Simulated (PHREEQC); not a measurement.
Model water analysis in mmol/kgw, 25 °C, pH 3.32, pe 10.2:

```csv
constituent,mmol/kgw
Na,6.36
K,0.257
Ca,17
Mg,0.0396
Cl,5.03
S(6),18.8
Sr,0.036
Li,0.954
```

Cl is adjusted to close the charge balance.
Valence states are taken as typed.

Model: ion-association model, phreeqc.dat, run in PHREEQC.

No solid was allowed to form.

Predict the ionic strength, density, specific conductance.

ionic strength 0.0557 mol/kgw; density 1.000 g/cm³; specific conductance 3420 µS/cm.

In which forms is K present?

K+ 96 %, KSO4- 3.8 % of the K.

Saturation is exceeded, for instance for Gypsum; the values hold only as long as no solid forms.
